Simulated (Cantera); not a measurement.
A freely propagating, adiabatic, planar premixed flame of H2 : O2 : N2 = 1 : 0.625 : 2.35 (molar parts), equivalence ratio 0.80, unburnt at 450 K and 7.30 bar; mixture-averaged transport, grid criteria slope 0.08 and curve 0.16, no radiation.

Detailed kinetics in Cantera: the H2/O2 subset of GRI-Mech 3.0, which has no nitrogen chemistry. The hydrogen kinetics of GRI-Mech 3.0 are dated; newer H2 mechanisms differ, most at raised pressure. Burning velocities carry a grid error of a few per cent, more on coarse grids.

What does this change do: O2 0.625 to 0.49 parts?


```
quantity                     before      after
------------------------  ---------  ---------
laminar burning velocity   209 cm/s   236 cm/s
thermal thickness         0.0377 mm  0.0399 mm
peak x(H2O2)               0.000189   0.000155
peak x(OH)                   0.0116    0.00954
peak x(O)                   0.00473    0.00354
peak x(HO2)                 0.00113    0.00105
```

What does this change do: inlet temperature 450 to 650 K?


```csv
quantity,before,after
laminar burning velocity,209 cm/s,551 cm/s
thermal thickness,0.0377 mm,0.0374 mm
peak x(H2O2),0.000189,0.000105
peak x(OH),0.0116,0.0162
peak x(O),0.00473,0.00790
peak x(HO2),0.00113,0.00107
```
